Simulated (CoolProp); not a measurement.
R123 along the isobar 4.74 MPa: fugacity coefficient from the reference equation and from simpler models built on Tc = 183.7 °C, pc = 3.662 MPa, ω = 0.282; each cubic takes its own stable root.

Values from CoolProp's reference Helmholtz-energy equation of state, Younglove 1994. It is a modified Benedict-Webb-Rubin equation, recast in Helmholtz form.

```json
[
 {"T (°C)": "-5.95", "phase": "liquid", "reference": "0.006327"},
 {"T (°C)": "10.65", "phase": "liquid", "reference": "0.01306"},
 {"T (°C)": "27.35", "phase": "liquid", "reference": "0.02447"},
 {"T (°C)": "43.95", "phase": "liquid", "reference": "0.04200"},
 {"T (°C)": "60.55", "phase": "liquid", "reference": "0.06722"},
 {"T (°C)": "77.25", "phase": "liquid", "reference": "0.1016"},
 {"T (°C)": "93.85", "phase": "liquid", "reference": "0.1457"},
 {"T (°C)": "110.45", "phase": "liquid", "reference": "0.1999"},
 {"T (°C)": "127.05", "phase": "liquid", "reference": "0.2640"},
 {"T (°C)": "143.75", "phase": "liquid", "reference": "0.3375"},
 {"T (°C)": "160.35", "phase": "liquid", "reference": "0.4177"},
 {"T (°C)": "176.95", "phase": "liquid", "reference": "0.5022"},
 {"T (°C)": "193.55", "phase": "supercritical", "reference": "0.5854"},
 {"T (°C)": "210.25", "phase": "supercritical", "reference": "0.6507"},
 {"T (°C)": "226.85", "phase": "supercritical", "reference": "0.6954"}
]
```

How far does each simpler model (van der Waals, Redlich-Kwong) lie from the reference over these 15 states: mean and median of the absolute difference, and the worst?


- van der Waals: mean 210.5 %, median 74.9 %, worst +1075.0 % at -5.95 °C and 4.74 MPa
- Redlich-Kwong: mean 40.8 %, median 26.4 %, worst +135.5 % at -5.95 °C and 4.74 MPa
